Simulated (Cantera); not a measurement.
# Low-pressure radical oxidation in H2/O2

An isothermal, constant-pressure homogeneous reactor starts with 15.1 % H₂, 71.9 % O₂, 12.9 % N₂, equivalence ratio 0.10, at 925 K and 2.40 Torr.

Model: the H2/O2 subset of GRI-Mech 3.0, which has no nitrogen chemistry, integrated in Cantera. Radical loss at walls, strong at low pressure, is not modelled. Below about 950 K walls govern HO2 and H2O2 in real vessels. The temperature is held fixed by assumption; the heat of reaction is taken as removed at once.

```tsv
t (s)	x H₂	x O₂	x H₂O	x O	x H₂O₂	x H	x OH
6.00e-5	0.151	0.719	<1e-12	<1e-12	<1e-12	1.62e-12	<1e-12
0.000154	0.151	0.719	<1e-12	<1e-12	<1e-12	4.07e-12	<1e-12
0.000397	0.151	0.719	<1e-12	1.42e-12	<1e-12	1.03e-11	<1e-12
0.00102	0.151	0.719	9.47e-12	8.32e-12	<1e-12	2.91e-11	3.71e-12
0.00262	0.151	0.719	1.16e-10	5.76e-11	<1e-12	1.30e-10	2.05e-11
0.00674	0.151	0.719	3.81e-9	1.32e-9	<1e-12	2.65e-9	4.42e-10
0.0173	0.151	0.719	6.80e-6	2.26e-6	8.48e-12	4.50e-6	7.54e-7
0.0445	0.0103	0.656	0.109	0.0278	3.98e-8	0.0626	0.00298
0.114	0.00347	0.675	0.143	0.0172	4.14e-8	0.0234	0.00189
0.294	0.000770	0.693	0.161	0.00374	5.91e-8	0.00214	0.000815
0.757	8.22e-5	0.696	0.163	0.000388	5.40e-8	6.50e-5	0.000240
1.94	9.07e-6	0.696	0.163	4.45e-5	2.99e-8	2.51e-6	8.10e-5
5.00	1.37e-6	0.696	0.163	7.51e-6	1.40e-8	1.75e-7	3.34e-5
```
x: mole fraction; the columns are a selection and need not sum to one.

Equilibrium at this temperature and pressure: H₂ 2.72e-11, O₂ 0.696, H₂O 0.163, O 1.99e-10, H₂O₂ 7.70e-12, H <1e-12, OH 1.72e-7 (gas phase only).
